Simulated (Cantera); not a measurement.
Mixture: C₃H₈ : O₂ : N₂ = 1 : 3.57 : 13.4 (molar parts), equivalence ratio 1.4, at 100000 Pa, adiabatic and at constant pressure. Ignition delay is the time to a rise of 400 K.

Computed with Cantera and GRI-Mech 3.0 (53 species, 325 reactions). GRI-Mech 3.0 was tuned for natural gas; its chemistry of propane as a main component is partial and can be far from experiment.

Question: What does this change do: 0.65 parts H2 added?

Answer: 
| quantity | before | after |
|---|---|---|
| delay at 1150 K | 18.3 ms | 10.9 ms |
| delay at 1350 K | 0.471 ms | 0.402 ms |
| delay at 1550 K | 52.8 µs | 49.5 µs |
| delay at 1750 K | 15.8 µs | 15.2 µs |
| delay at 1950 K | 7.71 µs | 7.44 µs |
| apparent activation energy between 1850 and 2050 K | 91 kJ/mol | 91 kJ/mol |
